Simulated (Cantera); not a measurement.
What does this Cantera script print?

```python
import numpy as np
import cantera as ct

gas_names = """
    OH CL2 H2
""".split()
cond_names = """
    TiCL3(s) Ti2O3(a) Ti2O3(b) Ti2O3(L)
""".split()


def load(file, names, dense=False):
    # The tables refer to 1 bar. Condensed volumes are neglected.
    table = {s.name: s for s in ct.Species.list_from_file(file)}
    out = []
    for n in names:
        d = dict(table[n].input_data)
        d["thermo"] = dict(d["thermo"], **{"reference-pressure": 1e5})
        if dense:
            d["equation-of-state"] = {"model": "constant-volume", "density": "1e6 g/cm^3"}
        out.append(ct.Species.from_dict(d))
    return out


species = {s.name: s for s in load("nasa_gas.yaml", gas_names) + load("nasa_condensed.yaml", cond_names)}
# Each term lists the table entries of one substance; the one whose range holds T is used.
reactions = {
    '6 OH(g) + 4 TiCl3 = 6 Cl2(g) + 3 H2(g) + 2 Ti2O3':
        [(-6, ['OH']), (-4, ['TiCL3(s)']), (6, ['CL2']), (3, ['H2']), (2, ['Ti2O3(a)', 'Ti2O3(b)', 'Ti2O3(L)'])],
}


def pick(names, T):
    return next(species[n] for n in names if species[n].thermo.min_temp <= T <= species[n].thermo.max_temp)


results = []
for label, terms in reactions.items():
    print(label)
    print("     T/K   dH/kJ  dS/(J/K)   dG/kJ   log10 K")
    for T in [475, 525, 575, 625, 675, 725, 775, 825, 875, 925]:
        used = [(nu, pick(names, T)) for nu, names in terms]
        dH = sum(nu * s.thermo.h(T) for nu, s in used) / 1e6
        dS = sum(nu * s.thermo.s(T) for nu, s in used) / 1e3
        dG = dH - T * dS / 1e3
        logK = -dG * 1e6 / (ct.gas_constant * T * np.log(10))
        results.append((label, T, dH, dS, dG, logK, [s.name for _, s in used]))
        print(f"{T:8g} {dH:8.1f} {dS:8.1f} {dG:8.1f} {logK:8.2f}")
```

Result:

```
6 OH(g) + 4 TiCl3 = 6 Cl2(g) + 3 H2(g) + 2 Ti2O3
     T/K   dH/kJ  dS/(J/K)   dG/kJ   log10 K
     475   -396.1    207.1   -494.5    54.38
     525   -396.9    205.6   -504.8    50.22
     575   -397.3    204.8   -515.1    46.79
     625   -397.6    204.3   -525.3    43.90
     675   -397.8    204.0   -535.5    41.44
     725   -397.9    203.9   -545.7    39.32
     775   -397.9    203.9   -555.9    37.47
     825   -397.9    203.9   -566.1    35.84
     875   -397.9    203.9   -576.3    34.40
     925   -397.9    203.9   -586.5    33.12
```

Standard-state values (1 bar) from the NASA 1993 polynomials, evaluated with Cantera. Condensed species are held in their standard states even where they would react or evaporate.
